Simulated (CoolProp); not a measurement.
A closed Brayton cycle with nitrogen: compressor inlet 310.15 K and 1.3 MPa, high pressure 3.26 MPa, turbine inlet 810 K, compressor efficiency 0.89, turbine efficiency 0.85, recuperator effectiveness 0 (on enthalpy, no pinch check). Each further row changes one setting.

Model: reference Helmholtz-energy equation of state, Span 2000, in CoolProp.

```tsv
case	thermal efficiency (%)	net work (kJ/kg)	compressor to turbine work	compressor exit (K)	turbine exit (K)
as stated	13.6	58.7	0.65	415.3	659.3
turbine inlet 760 K	12.9	48.2	0.69	415.3	617.3
compressor inlet 320.15 K	___	55.1	0.67	428.5	659.3
high pressure 2.77 MPa	___	___	0.62	394.6	683.7
recuperator effectiveness 0.5	___	58.7	0.65	415.3	659.3
```

Problem. Fill in the missing entries.

Solution. 
- compressor inlet 320.15 K, thermal efficiency (%): 13.2
- high pressure 2.77 MPa, thermal efficiency (%): 11.8
- high pressure 2.77 MPa, net work (kJ/kg): 53.4
- recuperator effectiveness 0.5, thermal efficiency (%): 19.6
